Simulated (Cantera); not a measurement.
An isothermal plug-flow reactor at 1000 K and 3750 Torr (inlet), inlet velocity 0.54 m/s, active area per volume 280 1/m; feed CO : O₂ : N₂ = 0.013 : 0.16 : 0.79 (molar parts).

Model: Deutschmann's 1995 Pt surface mechanism with GRI-Mech 3.0 gas chemistry, integrated in Cantera. Catalytic surfaces can have several steady states; this one follows from the mechanism file's or the stated starting coverage. Mass transfer to the wall is taken as infinitely fast.

**Question.** What does this change do: temperature 1000 to 775 K?

**Answer.** 
```
quantity                before    after
----------------------  ------  -------
x(CO) at z = 0.051 m    <1e-12  0.00180
x(O₂) at z = 0.051 m     0.160    0.161
x(H₂O) at z = 0.051 m   <1e-12   <1e-12
x(CO₂) at z = 0.051 m   0.0136   0.0118
θ(free Pt) at the exit   0.108   0.0113
θ(O*) at the exit        0.892    0.988
```
